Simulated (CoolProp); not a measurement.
A simple Rankine cycle with R142b: condensing at 316.15 K, boiler at 2.78 MPa, turbine inlet 390.7 K, turbine efficiency 0.7, pump efficiency 0.8, no recuperator. Each further row changes one setting.

The numbers come from the reference Helmholtz-energy equation of state, Lemmon 2006 in CoolProp. It is a short technical equation, of lower accuracy than the large ones.

| case | thermal efficiency (%) | net work (kJ/kg) | heat in (kJ/kg) | turbine exit temperature (K) | volume ratio over the turbine |
|---|---|---|---|---|---|
| as stated | 9.8 | 21.5 | 220 | 325.6 | 6.06 |
| turbine inlet 410.7 K | 10.1 | 25.5 | 251 | 353.1 | 5.49 |
| condensing temperature 308.15 K | 10.8 | 25.0 | 231 | 319.4 | 7.58 |
| boiler pressure 1.95 MPa | 8.4 | 20.2 | 242 | 348.7 | 3.66 |
| turbine efficiency 0.6 | 8.2 | 18.1 | 220 | 329.0 | 6.16 |
